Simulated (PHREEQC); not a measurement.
# Polishing slurry liquid

Solution (23 °C): 0.00054 mol/kgw H2SO4, 1.5e-05 mol/kgw H4SiO4 and 0.0082 mol/kgw H3BO3. Closed to the air; pH follows from the charge balance.

The numbers come from PHREEQC with the ion-association model, phreeqc.dat.

Precipitation was switched off in this run.

Q: Estimate the pH.

A: pH 3.00.

Q: In which forms is S present?

A: SO4-2 92 %, HSO4- 7.5 % of the S.

Species that the database lacks are ignored.
